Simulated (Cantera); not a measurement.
**Thermodynamics of halide evaporation, hydrolysis and transport, feed PbCl2 + H2 + N2**

Input: 1 mol PbCl2, 38 mol H2, 110 mol N2, at 31.5 Torr.

These are equilibrium values from Cantera (NASA tables, ideal gas, pure condensed phases), not measurements of a reactor. Candidate condensed phases: NH4Cl, Pb, PbCl2; 17 gas species. The tables' values for PbCl4 are old estimates; treat these amounts as uncertain. Kinetics and transport are ignored.

```json
[
 {"T (K)": "775", "x N2": "0.738", "x H2": "0.249", "x HCl": "0.0125", "x H": "2.41e-12", "x Pb": "5.93e-7", "n Pb(l)": "0.940"},
 {"T (K)": "925", "x N2": "0.738", "x H2": "0.249", "x HCl": "0.0124", "x H": "6.34e-10", "x Pb": "6.36e-5", "n Pb(l)": "0.889"},
 {"T (K)": "1075", "x N2": "0.736", "x H2": "0.249", "x HCl": "0.0110", "x H": "3.57e-8", "x Pb": "0.00181", "n Pb(l)": "0.411"},
 {"T (K)": "1225", "x N2": "0.734", "x H2": "0.248", "x HCl": "0.0116", "x H": "7.57e-7", "x Pb": "0.00496", "n Pb(l)": "0"},
 {"T (K)": "1375", "x N2": "0.734", "x H2": "0.247", "x HCl": "0.0125", "x H": "8.31e-6", "x Pb": "0.00583", "n Pb(l)": "0"},
 {"T (K)": "1525", "x N2": "0.733", "x H2": "0.247", "x HCl": "0.0129", "x H": "5.74e-5", "x Pb": "0.00624", "n Pb(l)": "0"},
 {"T (K)": "1675", "x N2": "0.733", "x H2": "0.247", "x HCl": "0.0131", "x H": "0.000281", "x Pb": "0.00642", "n Pb(l)": "0"},
 {"T (K)": "1825", "x N2": "0.733", "x H2": "0.246", "x HCl": "0.0131", "x H": "0.00107", "x Pb": "0.00652", "n Pb(l)": "0"},
 {"T (K)": "1975", "x N2": "0.732", "x H2": "0.245", "x HCl": "0.0131", "x H": "0.00330", "x Pb": "0.00656", "n Pb(l)": "0"},
 {"T (K)": "2125", "x N2": "0.730", "x H2": "0.241", "x HCl": "0.0129", "x H": "0.00871", "x Pb": "0.00657", "n Pb(l)": "0"}
]
```
x: gas mole fraction; n: condensed amount in mol.

From 775 K to 1075 K the condensed part is Pb(l). From 1225 K to 2125 K nothing is condensed. The main Pb-bearing gas is PbCl2 at 775 K and Pb at 2125 K.
